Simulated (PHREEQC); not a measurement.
Synthetic water in mg/L, 25 °C, pH 6.41, pe -2: Na 1.05; K 0.0485; Ca 1.3; Mg 0.112; Cl 0.544; S(6) as SO4 0.0261; Alkalinity as HCO3 6.51; B 0.00111; Si as SiO2 0.0021.

Valence states are taken as typed.

The numbers come from PHREEQC with the ion-association model, phreeqc.dat.

No solid was allowed to form.

Question: What charge-balance error does the model give?

Answer: charge-balance error -0.7 %.

Question: In which forms is C present?

Answer: HCO3- 54 %, CO2 46 % of the C.

Species that the database lacks are ignored.
